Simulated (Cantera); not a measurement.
Input: 1 mol SiH₄, 0.058 mol C₂H₂, 1100 mol H₂, equilibrated at 2000 K and 38.0 mbar.

These are equilibrium values from Cantera (NASA tables, ideal gas, pure condensed phases), not measurements of a reactor. Candidate condensed phases: C, C₆H₆, C₇H₈, C₈H₁₈, Si, SiC; 87 gas species. Gases not in the tables: Si₂H₆ and higher silanes. The numbers say what is thermodynamically allowed, not how fast it happens.

Base state: H₂ 0.991, H 0.00830, Si 0.000644, SiH 8.48e-5, SiH₂ 5.92e-5, Si₂C 1.77e-5 (mole fractions); condensed: SiC(s).

**Question.** What changes in the equilibrium state with this change: pressure from 38.0 mbar to 19.0 mbar?

**Answer.** 
```csv
species,before,after
H₂,0.991,0.987
H,0.00830,0.0117
Si,0.000644,0.000721
C₂H₂ (acetylene),7.24e-6,2.31e-5
SiH₂,5.92e-5,3.30e-5
"SiC(s), mol",0.0778,0.0390
```

**Question.** What changes in the equilibrium state with this change: temperature from 2000 K to 2623 K?

**Answer.** 
| species | before | after |
|---|---|---|
| H₂ | 0.991 | 0.805 |
| H | 0.00830 | 0.194 |
| Si | 0.000644 | 0.000784 |
| Si₂C | 1.77e-5 | 6.97e-8 |
| SiH₂ | 5.92e-5 | 3.28e-6 |
| SiC(s), mol | 0.0778 | 0 |
